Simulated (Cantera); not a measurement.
What does this Cantera script print?

```python
import numpy as np
import cantera as ct

gas = ct.Solution("gri30.yaml")
gas.TPX = 2023, 22000, {'CH4': 1, 'CO2': 0.78, 'H2': 1.5}
inlet = ct.Reservoir(gas, clone=True)

reactor = ct.IdealGasConstPressureReactor(gas, energy="off", clone=False)
exhaust = ct.Reservoir(gas, clone=True)
tau = [19, 8, 3.3, 1.4, 0.59, 0.25, 0.1, 0.043, 0.018, 0.0075][0]
for a, b in ((inlet, reactor), (reactor, exhaust)):
    ct.MassFlowController(a, b, mdot=lambda t: reactor.mass / tau)
net = ct.ReactorNet([reactor])
show = ['CH4', 'CO2', 'H2', 'CH2O', 'HO2']

rows = []
print(f"{'tau/s':>10s}{'T/K':>9s}" + "".join(f"{s:>11s}" for s in show))
for tau in [19, 8, 3.3, 1.4, 0.59, 0.25, 0.1, 0.043, 0.018, 0.0075]:
    net.initial_time = 0.0
    net.advance(30 * tau)
    before = gas.X
    net.advance(40 * tau)
    drift = np.max(np.abs(gas.X - before) / (gas.X + 1e-9))
    rows.append([gas.T, *gas[show].X, drift])
    print(f"{tau:10.3e}{gas.T:9.1f}" + "".join(f"{x:11.3e}" for x in gas[show].X))
```

Output:

```
     tau/s      T/K        CH4        CO2         H2       CH2O        HO2
 1.900e+01   2023.0  8.949e-04  1.207e-04  6.655e-01  2.015e-08  9.950e-16
 8.000e+00   2023.0  1.339e-03  2.719e-04  6.639e-01  2.448e-08  5.002e-15
 3.300e+00   2023.0  2.040e-03  5.978e-04  6.608e-01  3.891e-08  2.378e-14
 1.400e+00   2023.0  3.073e-03  1.205e-03  6.554e-01  8.051e-08  9.423e-14
 5.900e-01   2023.0  4.646e-03  2.275e-03  6.461e-01  1.936e-07  3.219e-13
 2.500e-01   2023.0  7.008e-03  3.998e-03  6.320e-01  4.720e-07  9.264e-13
 1.000e-01   2023.0  1.087e-02  6.907e-03  6.107e-01  1.168e-06  2.397e-12
 4.300e-02   2023.0  1.636e-02  1.121e-02  5.861e-01  2.523e-06  4.870e-12
 1.800e-02   2023.0  2.529e-02  1.901e-02  5.594e-01  5.164e-06  8.436e-12
 7.500e-03   2023.0  4.022e-02  3.459e-02  5.379e-01  9.791e-06  1.213e-11
```

Detailed kinetics in Cantera: GRI-Mech 3.0 (53 species, 325 reactions).
